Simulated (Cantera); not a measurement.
Feed: 1 mol Fe₃O₄, 0.3 mol C, 0.25 mol N₂, held at 1848 K and 30.0 Pa.

Method: chemical equilibrium by Gibbs-energy minimisation in Cantera with the NASA 1993 tables (ideal gas, pure condensed phases). The tables' stoichiometric FeO is somewhat more stable than real wüstite, so its field is too wide. FeO: taken at fixed stoichiometry. The numbers say what is thermodynamically allowed, not how fast it happens.

| species | before | after |
|---|---|---|
| CO₂ | 0.381 | 0.522 |
| N₂ | 0.327 | 0.446 |
| O₂ | 0.266 | 0.0171 |
| CO | 0.0142 | 0.0133 |
| FeO | 0.00117 | 3.50e-5 |
| Fe | 0.000810 | 1.66e-5 |
| O | 0.00564 | 0.000248 |
| NO | 0.00354 | 0.00105 |
| FeO(l), mol | 3.00 | 1.84 |
| Fe₃O₄(s), mol | 0 | 0.388 |
Gas species are given as mole fractions.

**Question.** Name the change that produced these shifts.
A) temperature from 1848 K to 2200 K
B) C from 0.3 to 0.77 mol
C) pressure from 30.0 Pa to 1.30 bar
D) pressure from 30.0 Pa to 10.0 mbar

**Answer.** D, pressure from 30.0 Pa to 10.0 mbar. Mutual solubility and eutectic melting of coexisting phases are not modelled
